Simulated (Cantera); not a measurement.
What does this Cantera script print?

```python
import numpy as np
import cantera as ct

gas = ct.Solution("SiF4_NH3_mec.yaml", "gas")
gas.TPX = 1725, 14000, {'NH3': 0.22, 'N2': 0.96}
reactor = ct.IdealGasConstPressureReactor(gas, energy="off", clone=False)
net = ct.ReactorNet([reactor])
net.rtol, net.atol = 1e-08, 1e-18
show = ['NH3', 'NH2', 'H', 'N', 'NH', 'N2H2']
times = np.geomspace(2e-05, 10, 10)

steps = ct.SolutionArray(gas, extra=["t"])
rows = []
print(f"{'t/s':>10s}{'T/K':>9s}{'P/Pa':>11s}" + "".join(f"{s:>11s}" for s in show))
for t in times:
    while net.time < t:
        t_next = net.step()
        steps.append(gas.state, t=t_next)
    rows.append([np.interp(t, steps.t, y) for y in (steps.T, steps.P, *steps(*show).X.T)])
    print(f"{t:10.3e}{rows[-1][0]:9.1f}{rows[-1][1]:11.4g}" + "".join(f"{x:11.3e}" for x in rows[-1][2:]))
rate = np.gradient(steps.T, steps.t)
print("integrator steps:", len(steps.t))
if steps.T.max() > steps.T[0] + 200:
    print(f"time of steepest temperature rise: {steps.t[rate.argmax()]:.4e} s")
gas.TPX = 1725, 14000, {'NH3': 0.22, 'N2': 0.96}
gas.equilibrate("TP")
print(f"equilibrium (TP): T = {gas.T:.1f} K  " + "  ".join(f"{s} {gas[s].X[0]:.3e}" for s in show))
```

Result:

```
       t/s      T/K       P/Pa        NH3        NH2          H          N         NH       N2H2
 2.000e-05   1725.0    1.4e+04  1.864e-01  3.127e-07  2.608e-08  2.805e-17  1.874e-12  2.504e-13
 8.595e-05   1725.0    1.4e+04  1.864e-01  1.430e-06  2.612e-08  3.313e-15  4.924e-11  1.475e-11
 3.694e-04   1725.0    1.4e+04  1.864e-01  6.226e-06  2.624e-08  4.151e-13  1.542e-09  4.347e-10
 1.587e-03   1725.0    1.4e+04  1.864e-01  2.671e-05  2.939e-08  3.616e-11  4.279e-08  9.973e-09
 6.822e-03   1725.0    1.4e+04  1.863e-01  1.046e-04  9.619e-08  5.019e-10  4.093e-07  1.845e-07
 2.932e-02   1725.0    1.4e+04  1.853e-01  1.592e-04  5.691e-07  3.901e-09  8.212e-07  4.619e-07
 1.260e-01   1725.0    1.4e+04  1.809e-01  1.470e-04  2.312e-06  1.922e-08  1.086e-06  4.489e-07
 5.415e-01   1725.0    1.4e+04  1.633e-01  1.236e-04  8.704e-06  6.364e-08  1.406e-06  3.834e-07
 2.327e+00   1725.0    1.4e+04  1.097e-01  8.675e-05  2.989e-05  9.904e-08  1.341e-06  2.150e-07
 1.000e+01   1725.0    1.4e+04  3.075e-02  3.342e-05  8.322e-05  8.936e-08  7.713e-07  3.828e-08
integrator steps: 1087
equilibrium (TP): T = 1725.0 K  NH3 4.761e-07  NH2 1.261e-09  H 2.425e-04  N 2.115e-11  NH 7.247e-11  N2H2 1.015e-14
```

Cantera simulation using the gas-phase N/H chemistry of the illustrative SiF4/NH3 mechanism in the Surface Chemkin manual (1991); the numbers are that mechanism's predictions, not measurements. Walls and surfaces, which speed up NH3 decomposition in real reactors, are not modelled.
